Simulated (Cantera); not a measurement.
An isothermal, constant-pressure homogeneous reactor starts with H₂ : O₂ : N₂ = 1.7 : 1 : 1.7 (molar parts), equivalence ratio 0.85, at 800 K and 0.132 atm. Integrator tolerance rtol = 1e-08.

Model: GRI-Mech 3.0 (53 species, 325 reactions), integrated in Cantera. Radical loss at walls, strong at low pressure, is not modelled. Below about 950 K walls govern HO2 and H2O2 in real vessels. The temperature is held fixed by assumption; the heat of reaction is taken as removed at once.

Question: What does this change do: temperature 800 to 1275 K?

Answer: 
```tsv
quantity	before	after
x(H₂) at 20.0 s	0.292 (gas-phase equilibrium <1e-12)	3.55e-7 (gas-phase equilibrium 3.55e-7)
x(O₂) at 20.0 s	0.182 (gas-phase equilibrium 0.0423)	0.0422 (gas-phase equilibrium 0.0422)
x(NO) at 20.0 s	2.61e-10 (gas-phase equilibrium 7.05e-7)	1.42e-5 (gas-phase equilibrium 0.000118)
x(N₂O) at 20.0 s	1.44e-10 (gas-phase equilibrium 2.16e-11)	2.25e-9 (gas-phase equilibrium 2.25e-9)
x(NO₂) at 20.0 s	3.06e-9 (gas-phase equilibrium 3.55e-8)	2.78e-8 (gas-phase equilibrium 2.31e-7)
```
